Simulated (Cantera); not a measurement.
Input: 1 mol Si3N4, 0.019 mol N2O, 1.2 mol N2, at 3.50e-6 bar.

Equilibrium computed with Cantera from the NASA thermochemical tables; the gas is ideal and each condensed phase is pure. Candidate condensed phases: Si, SiO2, Si2N2O, Si3N4; 16 gas species. The tables' values for SiN are old estimates; treat these amounts as uncertain. The numbers say what is thermodynamically allowed, not how fast it happens. All values below are at 1823 K.

Base state: N2 0.518, Si 0.477, SiO 0.00306, Si2 0.00117, SiN 0.000266, Si2N 0.000158, Si3 0.000103 (mole fractions); condensed: gas only.

What changes in the equilibrium state with this change: Si3N4 replaced by SiC?


```
species           before     after
----------------  ------  --------
N2                 0.518     0.950
Si                 0.477    0.0338
CO                     0    0.0147
SiC2                   0  0.000562
Si2C                   0  0.000404
CN                     0   2.33e-5
C(graphite), mol       0    0.0243
SiC(s), mol            0     0.955
```
Further candidate phases: C, SiC.
